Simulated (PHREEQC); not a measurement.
Synthetic water in mg/kgw, 20 °C, pH 6.94: Na 1140; K 425; Ca 56.4; Mg 433; Cl 5360; S(6) as SO4 159; Alkalinity as HCO3 0.000884; Sr 1.96.

Valence states are taken as typed.

All values are PHREEQC results (Pitzer model, pitzer.dat), not measurements.

This is a speciation only: nothing precipitates in the calculation.

**Question.** Order these C species by the share of C that they hold, largest first: MgCO3, CO2, HCO3-.

**Answer.** HCO3- (83 %), CO2 (17 %), MgCO3 (0.12 %)

The ionic strength is 0.148 mol/kgw. Complexes and solids missing from the database can't appear.
